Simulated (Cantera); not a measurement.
# Formation from one mole of O2

Cantera with NASA thermochemical tables; ideal gases at 1 bar, condensed phases pure. Values are per mole of reaction as written; species without (g) are pure solids or liquids, kept so even where they would boil at 1 bar.

1.2 Ti + O2(g) ⇌ 0.4 Ti3O5

```json
[
 {"T (K)": "300", "ΔH° (kJ)": "-983.7", "ΔS° (J/K)": "-190.3", "ΔG° (kJ)": "-926.6", "log10 K": "161.33", "condensed phases": "Ti(α), Ti3O5(s)"},
 {"T (K)": "1775", "ΔH° (kJ)": "-964.6", "ΔS° (J/K)": "-162.9", "ΔG° (kJ)": "-675.4", "log10 K": "19.88", "condensed phases": "Ti(β), Ti3O5(s)"},
 {"T (K)": "1825", "ΔH° (kJ)": "-963.8", "ΔS° (J/K)": "-162.5", "ΔG° (kJ)": "-667.3", "log10 K": "19.10", "condensed phases": "Ti(β), Ti3O5(s)"},
 {"T (K)": "1875", "ΔH° (kJ)": "-962.9", "ΔS° (J/K)": "-162.0", "ΔG° (kJ)": "-659.1", "log10 K": "18.36", "condensed phases": "Ti(β), Ti3O5(s)"},
 {"T (K)": "1925", "ΔH° (kJ)": "-962.1", "ΔS° (J/K)": "-161.6", "ΔG° (kJ)": "-651.1", "log10 K": "17.67", "condensed phases": "Ti(β), Ti3O5(s)"},
 {"T (K)": "1975", "ΔH° (kJ)": "-979.0", "ΔS° (J/K)": "-170.3", "ΔG° (kJ)": "-642.7", "log10 K": "17.00", "condensed phases": "Ti(l), Ti3O5(s)"},
 {"T (K)": "2025", "ΔH° (kJ)": "-978.5", "ΔS° (J/K)": "-170.0", "ΔG° (kJ)": "-634.2", "log10 K": "16.36", "condensed phases": "Ti(l), Ti3O5(s)"},
 {"T (K)": "2075", "ΔH° (kJ)": "-909.3", "ΔS° (J/K)": "-136.3", "ΔG° (kJ)": "-626.5", "log10 K": "15.77", "condensed phases": "Ti(l), Ti3O5(l)"},
 {"T (K)": "2125", "ΔH° (kJ)": "-908.7", "ΔS° (J/K)": "-136.0", "ΔG° (kJ)": "-619.7", "log10 K": "15.23", "condensed phases": "Ti(l), Ti3O5(l)"},
 {"T (K)": "2175", "ΔH° (kJ)": "-908.0", "ΔS° (J/K)": "-135.7", "ΔG° (kJ)": "-612.9", "log10 K": "14.72", "condensed phases": "Ti(l), Ti3O5(l)"},
 {"T (K)": "2225", "ΔH° (kJ)": "-907.4", "ΔS° (J/K)": "-135.4", "ΔG° (kJ)": "-606.2", "log10 K": "14.23", "condensed phases": "Ti(l), Ti3O5(l)"},
 {"T (K)": "2275", "ΔH° (kJ)": "-906.8", "ΔS° (J/K)": "-135.1", "ΔG° (kJ)": "-599.4", "log10 K": "13.76", "condensed phases": "Ti(l), Ti3O5(l)"}
]
```

C + O2(g) ⇌ CO2(g)

| T (K) | ΔH° (kJ) | ΔS° (J/K) | ΔG° (kJ) | log10 K |
|---|---|---|---|---|
| 300 | -393.5 | 2.9 | -394.4 | 68.67 |
| 1775 | -396.3 | 0.0 | -396.3 | 11.66 |
| 1825 | -396.4 | 0.0 | -396.3 | 11.34 |
| 1875 | -396.5 | -0.1 | -396.3 | 11.04 |
| 1925 | -396.6 | -0.2 | -396.3 | 10.75 |
| 1975 | -396.8 | -0.2 | -396.3 | 10.48 |
| 2025 | -396.9 | -0.3 | -396.3 | 10.22 |
| 2075 | -397.0 | -0.4 | -396.3 | 9.97 |
| 2125 | -397.2 | -0.4 | -396.2 | 9.74 |
| 2175 | -397.3 | -0.5 | -396.2 | 9.52 |
| 2225 | -397.4 | -0.6 | -396.2 | 9.30 |
| 2275 | -397.6 | -0.6 | -396.2 | 9.10 |

2 Pb + O2(g) ⇌ 2 PbO(g)

| T (K) | ΔH° (kJ) | ΔS° (J/K) | ΔG° (kJ) | log10 K | condensed phases |
|---|---|---|---|---|---|
| 300 | 140.6 | 145.2 | 97.0 | -16.89 | Pb(s) |
| 1775 | 102.9 | 95.5 | -66.6 | 1.96 | Pb(l) |
| 1825 | 101.9 | 95.0 | -71.4 | 2.04 | Pb(l) |
| 1875 | 101.0 | 94.5 | -76.1 | 2.12 | Pb(l) |
| 1925 | 100.0 | 94.0 | -80.8 | 2.19 | Pb(l) |
| 1975 | 99.1 | 93.5 | -85.5 | 2.26 | Pb(l) |
| 2025 | 98.1 | 93.0 | -90.2 | 2.33 | Pb(l) |
| 2075 | 97.1 | 92.5 | -94.8 | 2.39 | Pb(l) |
| 2125 | 96.1 | 92.0 | -99.4 | 2.44 | Pb(l) |
| 2175 | 95.2 | 91.6 | -104.0 | 2.50 | Pb(l) |
| 2225 | 94.1 | 91.1 | -108.6 | 2.55 | Pb(l) |
| 2275 | 93.1 | 90.7 | -113.1 | 2.60 | Pb(l) |

Nb + O2(g) ⇌ NbO2

```csv
T (K),ΔH° (kJ),ΔS° (J/K),ΔG° (kJ),log10 K,condensed phases
300,-794.9,-187.1,-738.8,128.64,"Nb(s), NbO2(s)"
1775,-766.2,-157.0,-487.6,14.35,"Nb(s), NbO2(s)"
1825,-765.6,-156.6,-479.7,13.73,"Nb(s), NbO2(s)"
1875,-764.9,-156.2,-471.9,13.15,"Nb(s), NbO2(s)"
1925,-764.3,-155.9,-464.1,12.59,"Nb(s), NbO2(s)"
1975,-763.6,-155.6,-456.3,12.07,"Nb(s), NbO2(s)"
2025,-763.0,-155.3,-448.6,11.57,"Nb(s), NbO2(s)"
2075,-762.5,-155.0,-440.8,11.10,"Nb(s), NbO2(s)"
2125,-761.9,-154.8,-433.1,10.64,"Nb(s), NbO2(s)"
2175,-761.4,-154.5,-425.3,10.21,"Nb(s), NbO2(s)"
2225,-668.3,-111.7,-419.7,9.85,"Nb(s), NbO2(l)"
2275,-667.3,-111.3,-414.2,9.51,"Nb(s), NbO2(l)"
```
